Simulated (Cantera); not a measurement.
An adiabatic, constant-pressure homogeneous reactor starts with 11.2 % CH4, 18.7 % O2, 70.1 % N2, equivalence ratio 1.2, at 1500 K and 750 Torr.

Model: GRI-Mech 3.0 (53 species, 325 reactions), integrated in Cantera.

x: mole fraction; the columns are a selection and need not sum to one.

```csv
t (s),T (K),x CH4,x O2,x H2O2,x O,x NO
2.00e-6,1500,0.112,0.187,(withheld),3.74e-9,<1e-12
9.28e-6,1500,0.112,0.187,(withheld),5.03e-9,<1e-12
4.31e-5,1500,0.112,0.187,(withheld),1.27e-8,<1e-12
0.000200,1500,0.112,0.187,(withheld),8.73e-8,<1e-12
0.000928,1523,0.106,0.183,(withheld),1.23e-6,7.65e-12
0.00431,2758,<1e-12,0.00775,1.65e-7,0.00407,0.00547
0.0200,2757,<1e-12,0.00762,1.63e-7,0.00402,0.00603
0.0928,2757,<1e-12,0.00762,1.63e-7,0.00402,0.00603
0.431,2757,<1e-12,0.00762,1.63e-7,0.00402,0.00603
2.00,2757,<1e-12,0.00762,1.63e-7,0.00402,0.00603
```

Problem. Fill in the missing entries.

Solution. 
- 2.00e-6, x H2O2: 1.13e-9
- 9.28e-6, x H2O2: 1.68e-8
- 4.31e-5, x H2O2: 1.19e-7
- 0.000200, x H2O2: 2.76e-7
- 0.000928, x H2O2: 3.20e-6
